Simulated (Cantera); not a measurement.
A Cantera script and what it prints.

```python
import numpy as np
import cantera as ct

gas_names = """
    B BF BF2 BF3 BO BOF BOF2 BO2 B2 B2O B2O2 B2O3 B3O3F3 F FO FO2 F2 F2O O O2 O3
""".split()
cond_names = """
    B(b) B(L) B2O3(L)
""".split()


# ... load() reads the species with a 1 bar reference pressure and builds the phases ...
atoms = {
    'BF3': {'B': 1, 'F': 3},
    'O2': {'O': 2},
}
top_T = {}  # K; cautious upper limits of use, not melting points


# ... equilibrate(T, P, feed) seeds the gas with the atoms and calls Mixture.equilibrate('TP', solver="vcs", rtol=1e-11, max_steps=5000) ...
results = []
feed = {'BF3': 1, 'O2': 4.5}  # mol
T = 1775  # K
P = 10000  # Pa
mix = equilibrate(T, P, feed)
results.append((T, P, feed, dict(zip(mix.species_names, mix.species_moles))))
x = sorted(zip(gas.X, gas.species_names), reverse=True)
print(f"T = {T:g} K  P = {P:g} Pa  gas = {mix.phase_moles(0):.4g} mol")
print("   x: " + "  ".join(f"{s} {v:.3e}" for v, s in x if v > 0.0001))
print("   condensed (mol): " + ("  ".join(f"{mix.phase(i).name} {mix.phase_moles(i):.4g}"
      for i in range(1, mix.n_phases) if mix.phase_moles(i) > 1e-12) or "none"))
```

Result:

```
T = 1775 K  P = 10000 Pa  gas = 5.505 mol
   x: O2 8.171e-01  BF3 1.812e-01  F 9.706e-04  BOF 4.667e-04  O 2.736e-04
   condensed (mol): none
```

Method: chemical equilibrium by Gibbs-energy minimisation in Cantera with the NASA 1993 tables (ideal gas, pure condensed phases).
